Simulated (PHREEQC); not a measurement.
A made-up water analysis in mmol/kgw, 75 °C, pH 5.88, pe 11.6: Na 0.381; K 0.148; Ca 0.113; Mg 0.0877; Cl 0.382; S(6) 0.02; Alkalinity (meq/kgw) 0.519; Sr 0.00219; B 0.00092; O(0) (counted as O atoms) 0.028; Pb 0.0092; Ni 0.000652; N(5) 0.00347.

Cl is adjusted to close the charge balance.
Valence states are taken as typed.

Computed with PHREEQC (ion-association model, wateq4f.dat).

No solid was allowed to form.

**Question.** Order these Ni species by the share of Ni that they hold, largest first: NiSO4, NiCO3, NiOH+, NiHCO3+, Ni+2.

**Answer.** Ni+2 (81 %), NiCO3 (14 %), NiHCO3+ (4.8 %), NiSO4 (0.30 %), NiOH+ (0.15 %)

The pH is 5.88 and the ionic strength 0.00117 mol/kgw. Away from 25 °C the constants follow the database's enthalpies or fits; those with neither stay at their 25 °C values. The database's nickel carbonate constants are estimates that later reviews lower a good deal.
